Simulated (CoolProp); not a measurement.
Ethylene at several states: fugacity coefficient from the reference equation and from simpler models built on Tc = 282.4 K, pc = 50.42 bar, ω = 0.087; each cubic takes its own stable root.

Values from CoolProp's reference Helmholtz-energy equation of state, Smukala 2000.

```csv
T (K),p (bar),phase,reference,van der Waals,Redlich-Kwong,Soave-Redlich-Kwong,Peng-Robinson
393.3,11.1,gas,0.9750,0.9721,0.9730,0.9757,0.9701
113.6,171,liquid,7.313e-5,0.005274,4.164e-5,7.574e-5,8.184e-5
323.2,0.164,gas,0.9993,0.9993,0.9993,0.9993,0.9992
440.3,12.5,gas,0.9815,0.9771,0.9792,0.9828,0.9773
194.9,6.23,liquid,0.5498,0.9130,0.5865,0.5525,0.5512
```

At some of these states van der Waals gives the other phase, because its saturation line lies elsewhere.
